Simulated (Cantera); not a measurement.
A closed system holds: 1 mol Ti, 6.5 mol CH4, 1 mol C3H8, at 1350 °C.

Equilibrium computed with Cantera from the NASA thermochemical tables; the gas is ideal and each condensed phase is pure. Candidate condensed phases: C, C6H6, C7H8, C8H18, Ti, TiC; 77 gas species. TiC: taken at fixed stoichiometry. Kinetics and transport are ignored.

x: gas mole fraction; n: condensed amount in mol.

```tsv
P (Pa)	x H2	x H	x CH4	x C2H2 (acetylene)	x C2H4	x CH3	n C(graphite)	n TiC(s)
10	0.993	?	1.46e-7	3.46e-5	3.14e-10	2.06e-8	8.50	1.00
46	0.997	?	6.78e-7	3.47e-5	1.45e-9	4.45e-8	8.50	1.00
220	0.998	?	3.25e-6	3.48e-5	6.98e-9	9.76e-8	8.50	1.00
1000	0.999	?	1.48e-5	3.48e-5	3.18e-8	2.08e-7	8.50	1.00
4600	1.000	?	6.81e-5	3.48e-5	1.46e-7	4.47e-7	8.50	1.00
22000	0.999	?	0.000326	3.48e-5	6.99e-7	9.78e-7	8.49	1.00
100000	0.998	?	0.00148	3.48e-5	3.17e-6	2.08e-6	8.47	1.00
```

Problem. Some entries are withheld; supply them.

Solution. 
- 10, x H: 0.00689
- 46, x H: 0.00322
- 220, x H: 0.00147
- 1000, x H: 0.000691
- 4600, x H: 0.000322
- 22000, x H: 0.000147
- 100000, x H: 6.91e-5
